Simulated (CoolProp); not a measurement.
A closed Brayton cycle with nitrogen: compressor inlet 318.15 K and 3.7 MPa, high pressure 7.04 MPa, turbine inlet 625 K, compressor efficiency 0.89, turbine efficiency 0.9, recuperator effectiveness 0 (on enthalpy, no pinch check). Each further row changes one setting.

Model: reference Helmholtz-energy equation of state, Span 2000, in CoolProp.

```tsv
case	thermal efficiency (%)	net work (kJ/kg)	compressor to turbine work	compressor exit (K)	turbine exit (K)
as stated	9.7	24.7	0.75	391.2	532.6
turbine inlet 575 K	8.3	16.6	0.82	391.2	489.1
compressor inlet 328.15 K	9.2	22.2	0.78	403.4	532.6
high pressure 5.98 MPa	7.8	21.5	0.72	371.3	554.7
recuperator effectiveness 0.5	13.8	24.7	0.75	391.2	532.6
```
